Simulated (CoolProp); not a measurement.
A simple Rankine cycle with n-butane: condensing at 311.15 K, boiler at 1.82 MPa, turbine inlet 532.5 K, turbine efficiency 0.6, pump efficiency 0.6, no recuperator. Each further row changes one setting.

Model: reference Helmholtz-energy equation of state, Bücker 2006, in CoolProp.

| case | thermal efficiency (%) | net work (kJ/kg) | heat in (kJ/kg) | turbine exit temperature (K) | volume ratio over the turbine |
|---|---|---|---|---|---|
| as stated | 7.6 | 63.4 | 830 | 500.1 | 5.07 |
| turbine inlet 552.5 K | 7.5 | 66.5 | 886 | 520.3 | 5.04 |
| condensing temperature 303.15 K | 8.5 | 72.6 | 850 | 496.0 | 6.37 |
| boiler pressure 1.27 MPa | 6.1 | 51.2 | 839 | 508.0 | 3.51 |
| turbine efficiency 0.5 | 6.3 | 52.1 | 830 | 504.4 | 5.12 |
